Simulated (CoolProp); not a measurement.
Saturation properties of R227EA (Tc = 101.8 °C, pc = 2925 kPa, ω = 0.358).

Values from CoolProp's reference Helmholtz-energy equation of state, Lemmon 2016.

```csv
T (°C),p (kPa),vapour density (kg/m³),enthalpy of vaporisation (kJ/kg),surface tension (mN/m),liquid viscosity (µPa s),liquid conductivity (mW/(m K))
-50.95,17.07,1.593,145.7,16.5,682,78.5
-45.45,23.67,2.164,143.6,15.8,628,77.3
-39.95,32.23,2.890,141.4,15.1,580,76.0
-34.45,43.13,3.797,139.3,14.3,536,74.7
-28.85,57.09,4.941,137.0,13.6,495,73.4
-23.35,74.09,6.315,134.7,12.9,459,72.0
-17.85,94.89,7.975,132.4,12.2,426,70.7
-12.35,120.0,9.962,130.0,11.5,395,69.3
-6.85,150.1,12.32,127.6,10.8,367,67.9
-1.25,186.4,15.15,125.0,10.1,340,66.5
4.25,228.3,18.42,122.4,9.48,316,65.0
9.75,277.2,22.22,119.7,8.82,294,63.6
15.25,333.6,26.64,116.9,8.17,273,62.2
20.75,398.4,31.73,114.0,7.52,254,60.7
26.25,472.4,37.61,110.9,6.89,235,59.3
```

It boils at -16.3 °C under 1 atm.

Viscosity comes from a separate model (Huber 2003), an estimate that may be off by 10 % or more. Thermal conductivity comes from a separate model (Huber 2003), an estimate that may be off by 10 % or more. Surface tension comes from a separate correlation (Mulero 2012).
